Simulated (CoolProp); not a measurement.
A single-stage vapour-compression cycle with the fluid: evaporating at 212.15 K (dew point), condensing at 271.15 K (bubble point), superheat 5 K, subcooling 2 K, compressor efficiency 0.85, no pressure losses. The same conditions are run with several fluids, on thermodynamics alone (safety and materials aside).

Model: reference Helmholtz-energy equation of state of each fluid (dimethyl ether: Wu 2011; CH2F2 (R32): Tillner-Roth 1997; R404A: Lemmon 2003; ethylene: Smukala 2000; R125: Lemmon 2005; R152A: Outcalt 1996), in CoolProp. Blends and air are pseudo-pure fits.

Question: Rank dimethyl ether, CH2F2 (R32), R404A, ethylene, R125, R152A by cooling COP, highest first.

Answer: dimethyl ether (2.48), R152A (2.46), CH2F2 (R32) (2.33), R404A (2.29), R125 (2.27), ethylene (1.81)

| fluid | pressure ratio | discharge temperature (K) | refrigerating effect (kJ/kg) | volumetric capacity (kJ/m³) |
|---|---|---|---|---|
| dimethyl ether | 16.3 | 333.6 | 384 | 151 |
| CH2F2 (R32) | 12.4 | 379.4 | 303 | 551 |
| R404A | 12.8 | 303.1 | 140 | 348 |
| ethylene | 5.38 | 330.9 | 239 | 3070 |
| R125 | 12.3 | 293.1 | 108 | 379 |
| R152A | 17.4 | 335.5 | 273 | 142 |
